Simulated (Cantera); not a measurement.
What does this Cantera script print?

```python
import numpy as np
import cantera as ct

gas_names = """
    F F2 N NF NF2 NF3 N2 Si SiF SiF2 SiF3 SiF4 SiN Si2 Si2N Si3
""".split()
cond_names = """
    Si(cr) Si(L) Si3N4(a)
""".split()


# ... load() reads the species with a 1 bar reference pressure and builds the phases ...
atoms = {
    'Si': {'Si': 1},
    'NF3': {'N': 1, 'F': 3},
    'N2': {'N': 2},
}
top_T = {'Si3N4(a)': 2400}  # K; cautious upper limits of use, not melting points


# ... equilibrate(T, P, feed) seeds the gas with the atoms and calls Mixture.equilibrate('TP', solver="vcs", rtol=1e-11, max_steps=5000) ...
results = []
feed = {'Si': 1, 'NF3': 5.2, 'N2': 6.7}  # mol
T = 475  # K
P = 70  # Pa
mix = equilibrate(T, P, feed)
results.append((T, P, feed, dict(zip(mix.species_names, mix.species_moles))))
x = sorted(zip(gas.X, gas.species_names), reverse=True)
print(f"T = {T:g} K  P = {P:g} Pa  gas = {mix.phase_moles(0):.4g} mol")
print("   x: " + "  ".join(f"{s} {v:.3e}" for v, s in x if v > 1e-06))
print("   condensed (mol): " + ("  ".join(f"{mix.phase(i).name} {mix.phase_moles(i):.4g}"
      for i in range(1, mix.n_phases) if mix.phase_moles(i) > 1e-12) or "none"))
```

It prints:

```
T = 475 K  P = 70 Pa  gas = 12.24 mol
   x: N2 6.021e-01  NF3 3.151e-01  SiF4 8.168e-02  F2 1.119e-03  F 2.509e-06
   condensed (mol): none
```

Cantera equilibrium calculation (NASA polynomials, part measured and part estimated; ideal gas, pure solids and liquids).
